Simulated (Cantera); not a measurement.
Thermodynamics of calcination and drying, feed CsOH + H2O

A closed system holds: 1 mol CsOH, 1.9 mol H2O, at 0.00140 bar.

Cantera equilibrium calculation (NASA polynomials, part measured and part estimated; ideal gas, pure solids and liquids). Candidate condensed phases: Cs, CsOH, H2O; 15 gas species. Rates play no part.

| T (°C) | x H2O | x CsOH | x Cs | x O2 | x H2 | x OH | x H | x O |
|---|---|---|---|---|---|---|---|---|
| 1027 | 0.655 | 0.343 | 0.00170 | 0.000452 | 7.14e-5 | 2.99e-5 | 2.50e-7 | 1.01e-7 |
| 1077 | 0.655 | 0.341 | 0.00300 | 0.000799 | 0.000126 | 6.03e-5 | 7.16e-7 | 3.19e-7 |
| 1127 | 0.655 | 0.338 | 0.00509 | 0.00135 | 0.000215 | 0.000115 | 1.91e-6 | 9.30e-7 |
| 1177 | 0.655 | 0.334 | 0.00828 | 0.00219 | 0.000354 | 0.000211 | 4.75e-6 | 2.51e-6 |
| 1227 | 0.654 | 0.328 | 0.0130 | 0.00343 | 0.000565 | 0.000370 | 1.12e-5 | 6.35e-6 |
| 1277 | 0.654 | 0.320 | 0.0196 | 0.00517 | 0.000878 | 0.000624 | 2.49e-5 | 1.50e-5 |
| 1327 | 0.653 | 0.309 | 0.0285 | 0.00753 | 0.00133 | 0.00102 | 5.31e-5 | 3.36e-5 |
| 1377 | 0.652 | 0.294 | 0.0401 | 0.0106 | 0.00199 | 0.00160 | 0.000108 | 7.13e-5 |
| 1427 | 0.650 | 0.275 | 0.0545 | 0.0144 | 0.00291 | 0.00245 | 0.000212 | 0.000143 |
| 1477 | 0.647 | 0.254 | 0.0714 | 0.0190 | 0.00419 | 0.00365 | 0.000402 | 0.000275 |
x: gas mole fraction; nothing condenses.

From 1027 °C to 1477 °C nothing is condensed. The main Cs-bearing gas is CsOH throughout.
